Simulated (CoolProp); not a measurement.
The fluid at 293.15 K and 5.93 MPa flows at 5.6 m/s in a round tube of 25 mm bore and 1.5 µm roughness, fully developed (64/Re and Nu = 3.66 if laminar; Colebrook and Gnielinski if turbulent). The same conditions are run with several fluids, on thermodynamics alone (safety and materials aside).

Computed with CoolProp (reference Helmholtz-energy equation of state of each fluid (R152A: Outcalt 1996; R134a: Tillner-Roth 1994; R22: Kamei 1995; ammonia: Gao 2020; n-butane: Bücker 2006)).

Task: Rank R152A, R134a, R22, ammonia, n-butane by Reynolds number, highest first.

Result: R22 (1170000), R134a (775000), R152A (699000), ammonia (603000), n-butane (460000)

| fluid | Darcy friction factor | pressure drop (Pa/m) | heat-transfer coefficient (W/(m² K)) | mass flow (kg/h) |
|---|---|---|---|---|
| R152A | 0.0134 | 7790 | 9610 | 9190 |
| R134a | 0.0132 | 10400 | 9360 | 12400 |
| R22 | 0.0126 | 9770 | 10100 | 12200 |
| ammonia | 0.0136 | 5250 | 24800 | 6080 |
| n-butane | 0.0141 | 5200 | 7770 | 5810 |

Transport values come from each fluid's own correlations; those of R152A, R134a, R22 are estimates that may be off by 10 % or more.
